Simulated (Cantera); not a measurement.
Input (Python, Cantera) and output of one run.

```python
import numpy as np
import cantera as ct

gas_names = """
    H HNO HNO2 HNO3 HO2 H2 H2O H2O2 N NH NH2 NH3 NH2OH NO NO2 NO3 N2 N2H2 N2H4 N2O O OH O2 O3 Si SiH
    SiH2 SiH3 SiH4 SiN SiO SiO2 Si2 Si2N Si3
""".split()
cond_names = """
    H2O(s) H2O(L) Si(cr) Si(L) SiO2(Lqz) SiO2(hqz) SiO2(L) Si2N2O(s) Si3N4(a)
""".split()


def load(file, names, dense=False):
    # The tables refer to 1 bar. Condensed volumes are neglected.
    table = {s.name: s for s in ct.Species.list_from_file(file)}
    out = []
    for n in names:
        d = dict(table[n].input_data)
        d["thermo"] = dict(d["thermo"], **{"reference-pressure": 1e5})
        if dense:
            d["equation-of-state"] = {"model": "constant-volume", "density": "1e6 g/cm^3"}
        out.append(ct.Species.from_dict(d))
    return out


gas = ct.Solution(thermo="ideal-gas", species=load("nasa_gas.yaml", gas_names))
cond = {s.name: ct.Solution(thermo="fixed-stoichiometry", species=[s], name=s.name)
        for s in load("nasa_condensed.yaml", cond_names, dense=True)}
atoms = {
    'Si3N4': {'Si': 3, 'N': 4},
    'H2O': {'H': 2, 'O': 1},
    'N2': {'N': 2},
}
top_T = {'Si2N2O(s)': 2100, 'Si3N4(a)': 2400}  # K; cautious upper limits of use, not melting points


def equilibrate(T, P, feed):
    n = {}
    for name, mol in feed.items():
        for a, k in atoms[name].items():
            n[a] = n.get(a, 0.0) + k * mol
    gas.TPX = T, P, n
    mass = sum(n.values()) * gas.mean_molecular_weight
    gas.equilibrate("TP")
    valid = [c for c in cond.values() if c.min_temp <= T <= top_T.get(c.name, c.max_temp)]
    mix = ct.Mixture([(gas, mass / gas.mean_molecular_weight)] + [(c, 0.0) for c in valid])
    mix.T, mix.P = T, P
    mix.equilibrate("TP", solver="vcs", rtol=1e-11, max_steps=5000)
    return mix


results = []
P = 101325  # Pa
for T in [1173, 1248, 1323, 1398, 1473, 1548, 1623, 1698, 1773, 1848, 1923, 1998, 2073]:
    for m in [0.0012, 0.0025, 0.0052, 0.011, 0.022, 0.045, 0.093, 0.19, 0.4]:
        feed = {'Si3N4': 1, 'H2O': m, 'N2': 8.5}  # mol
        mix = equilibrate(T, P, feed)
        results.append((T, P, feed, dict(zip(mix.species_names, mix.species_moles))))

for T, P, feed, n in results:
    print(f"{T:7g} {feed['H2O']:10.4g}  " + (" + ".join(c for c in cond_names if n.get(c, 0) > 1e-12) or "gas only"))
```

Output:

```
   1173     0.0012  Si2N2O(s) + Si3N4(a)
   1173     0.0025  Si2N2O(s) + Si3N4(a)
   1173     0.0052  Si2N2O(s) + Si3N4(a)
   1173      0.011  Si2N2O(s) + Si3N4(a)
   1173      0.022  Si2N2O(s) + Si3N4(a)
   1173      0.045  Si2N2O(s) + Si3N4(a)
   1173      0.093  Si2N2O(s) + Si3N4(a)
   1173       0.19  Si2N2O(s) + Si3N4(a)
   1173        0.4  Si2N2O(s) + Si3N4(a)
   1248     0.0012  Si2N2O(s) + Si3N4(a)
   1248     0.0025  Si2N2O(s) + Si3N4(a)
   1248     0.0052  Si2N2O(s) + Si3N4(a)
   1248      0.011  Si2N2O(s) + Si3N4(a)
   1248      0.022  Si2N2O(s) + Si3N4(a)
   1248      0.045  Si2N2O(s) + Si3N4(a)
   1248      0.093  Si2N2O(s) + Si3N4(a)
   1248       0.19  Si2N2O(s) + Si3N4(a)
   1248        0.4  Si2N2O(s) + Si3N4(a)
   1323     0.0012  Si2N2O(s) + Si3N4(a)
   1323     0.0025  Si2N2O(s) + Si3N4(a)
   1323     0.0052  Si2N2O(s) + Si3N4(a)
   1323      0.011  Si2N2O(s) + Si3N4(a)
   1323      0.022  Si2N2O(s) + Si3N4(a)
   1323      0.045  Si2N2O(s) + Si3N4(a)
   1323      0.093  Si2N2O(s) + Si3N4(a)
   1323       0.19  Si2N2O(s) + Si3N4(a)
   1323        0.4  Si2N2O(s) + Si3N4(a)
   1398     0.0012  Si2N2O(s) + Si3N4(a)
   1398     0.0025  Si2N2O(s) + Si3N4(a)
   1398     0.0052  Si2N2O(s) + Si3N4(a)
   1398      0.011  Si2N2O(s) + Si3N4(a)
   1398      0.022  Si2N2O(s) + Si3N4(a)
   1398      0.045  Si2N2O(s) + Si3N4(a)
   1398      0.093  Si2N2O(s) + Si3N4(a)
   1398       0.19  Si2N2O(s) + Si3N4(a)
   1398        0.4  Si2N2O(s) + Si3N4(a)
   1473     0.0012  Si2N2O(s) + Si3N4(a)
   1473     0.0025  Si2N2O(s) + Si3N4(a)
   1473     0.0052  Si2N2O(s) + Si3N4(a)
   1473      0.011  Si2N2O(s) + Si3N4(a)
   1473      0.022  Si2N2O(s) + Si3N4(a)
   1473      0.045  Si2N2O(s) + Si3N4(a)
   1473      0.093  Si2N2O(s) + Si3N4(a)
   1473       0.19  Si2N2O(s) + Si3N4(a)
   1473        0.4  Si2N2O(s) + Si3N4(a)
   1548     0.0012  Si2N2O(s) + Si3N4(a)
   1548     0.0025  Si2N2O(s) + Si3N4(a)
   1548     0.0052  Si2N2O(s) + Si3N4(a)
   1548      0.011  Si2N2O(s) + Si3N4(a)
   1548      0.022  Si2N2O(s) + Si3N4(a)
   1548      0.045  Si2N2O(s) + Si3N4(a)
   1548      0.093  Si2N2O(s) + Si3N4(a)
   1548       0.19  Si2N2O(s) + Si3N4(a)
   1548        0.4  Si2N2O(s) + Si3N4(a)
   1623     0.0012  Si2N2O(s) + Si3N4(a)
   1623     0.0025  Si2N2O(s) + Si3N4(a)
   1623     0.0052  Si2N2O(s) + Si3N4(a)
   1623      0.011  Si2N2O(s) + Si3N4(a)
   1623      0.022  Si2N2O(s) + Si3N4(a)
   1623      0.045  Si2N2O(s) + Si3N4(a)
   1623      0.093  Si2N2O(s) + Si3N4(a)
   1623       0.19  Si2N2O(s) + Si3N4(a)
   1623        0.4  Si2N2O(s) + Si3N4(a)
   1698     0.0012  Si2N2O(s) + Si3N4(a)
   1698     0.0025  Si2N2O(s) + Si3N4(a)
   1698     0.0052  Si2N2O(s) + Si3N4(a)
   1698      0.011  Si2N2O(s) + Si3N4(a)
   1698      0.022  Si2N2O(s) + Si3N4(a)
   1698      0.045  Si2N2O(s) + Si3N4(a)
   1698      0.093  Si2N2O(s) + Si3N4(a)
   1698       0.19  Si2N2O(s) + Si3N4(a)
   1698        0.4  Si2N2O(s) + Si3N4(a)
   1773     0.0012  Si2N2O(s) + Si3N4(a)
   1773     0.0025  Si2N2O(s) + Si3N4(a)
   1773     0.0052  Si2N2O(s) + Si3N4(a)
   1773      0.011  Si2N2O(s) + Si3N4(a)
   1773      0.022  Si2N2O(s) + Si3N4(a)
   1773      0.045  Si2N2O(s) + Si3N4(a)
   1773      0.093  Si2N2O(s) + Si3N4(a)
   1773       0.19  Si2N2O(s) + Si3N4(a)
   1773        0.4  Si2N2O(s) + Si3N4(a)
   1848     0.0012  Si3N4(a)
   1848     0.0025  Si2N2O(s) + Si3N4(a)
   1848     0.0052  Si2N2O(s) + Si3N4(a)
   1848      0.011  Si2N2O(s) + Si3N4(a)
   1848      0.022  Si2N2O(s) + Si3N4(a)
   1848      0.045  Si2N2O(s) + Si3N4(a)
   1848      0.093  Si2N2O(s) + Si3N4(a)
   1848       0.19  Si2N2O(s) + Si3N4(a)
   1848        0.4  Si2N2O(s) + Si3N4(a)
   1923     0.0012  Si3N4(a)
   1923     0.0025  Si3N4(a)
   1923     0.0052  Si3N4(a)
   1923      0.011  Si2N2O(s) + Si3N4(a)
   1923      0.022  Si2N2O(s) + Si3N4(a)
   1923      0.045  Si2N2O(s) + Si3N4(a)
   1923      0.093  Si2N2O(s) + Si3N4(a)
   1923       0.19  Si2N2O(s) + Si3N4(a)
   1923        0.4  Si2N2O(s) + Si3N4(a)
   1998     0.0012  Si3N4(a)
   1998     0.0025  Si3N4(a)
   1998     0.0052  Si3N4(a)
   1998      0.011  Si3N4(a)
   1998      0.022  Si3N4(a)
   1998      0.045  Si2N2O(s) + Si3N4(a)
   1998      0.093  Si2N2O(s) + Si3N4(a)
   1998       0.19  Si2N2O(s) + Si3N4(a)
   1998        0.4  Si2N2O(s) + Si3N4(a)
   2073     0.0012  Si3N4(a)
   2073     0.0025  Si3N4(a)
   2073     0.0052  Si3N4(a)
   2073      0.011  Si3N4(a)
   2073      0.022  Si3N4(a)
   2073      0.045  Si3N4(a)
   2073      0.093  Si2N2O(s) + Si3N4(a)
   2073       0.19  Si2N2O(s) + Si3N4(a)
   2073        0.4  Si2N2O(s) + Si3N4(a)
```

Method: chemical equilibrium by Gibbs-energy minimisation in Cantera with the NASA 1993 tables (ideal gas, pure condensed phases). Mutual solubility and eutectic melting of coexisting phases are not modelled.
